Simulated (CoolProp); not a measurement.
Saturated liquid density (kg/m³) of sulfur dioxide: the reference equation beside estimates from Tc = 157.5 °C, pc = 78.87 bar, ω = 0.256. Rackett uses Z = 0.29056 − 0.08775 ω.

Computed with CoolProp (reference Helmholtz-energy equation of state, Gao 2016).

| T (°C) | reference | Rackett | van der Waals | Redlich-Kwong | Soave-Redlich-Kwong | Peng-Robinson |
|---|---|---|---|---|---|---|
| -9.85 | 1461 | [?] | 863.0 | 1269 | 1309 | [?] |
| -5.75 | 1450 | 1428 | 857.2 | 1259 | 1300 | 1468 |
| -1.65 | 1440 | 1417 | 851.3 | 1248 | 1291 | 1458 |
| 2.55 | 1428 | 1407 | 845.2 | 1238 | 1281 | 1447 |
| 6.65 | 1417 | 1396 | 839.1 | 1227 | [?] | 1437 |
| 10.85 | 1406 | 1385 | 832.8 | 1216 | 1261 | 1426 |
| 14.95 | 1395 | 1375 | 826.6 | 1205 | 1250 | 1414 |
| 19.05 | 1384 | 1364 | 820.2 | 1194 | 1240 | 1403 |
| 23.25 | 1372 | 1352 | 813.6 | 1182 | [?] | 1391 |
| 27.35 | 1360 | [?] | 807.0 | 1170 | 1218 | 1379 |
| 31.45 | 1348 | 1330 | 800.3 | 1158 | 1207 | 1366 |
| 35.65 | 1336 | 1318 | [?] | 1146 | 1195 | [?] |
| 39.75 | 1324 | [?] | 786.3 | 1134 | 1183 | 1340 |

**Question.** Fill in the missing entries.

**Answer.** 
- -9.85, Rackett: 1438
- -9.85, Peng-Robinson: 1478
- 6.65, Soave-Redlich-Kwong: 1271
- 23.25, Soave-Redlich-Kwong: 1229
- 27.35, Rackett: 1341
- 35.65, van der Waals: 793.2
- 35.65, Peng-Robinson: 1353
- 39.75, Rackett: 1306

Absolute difference from the reference over all 13 rows, mean and median: Rackett 1.5 and 1.5 %, van der Waals 40.8 and 40.7 %, Redlich-Kwong 13.7 and 13.6 %, Soave-Redlich-Kwong 10.4 and 10.4 %, Peng-Robinson 1.3 and 1.3 %.
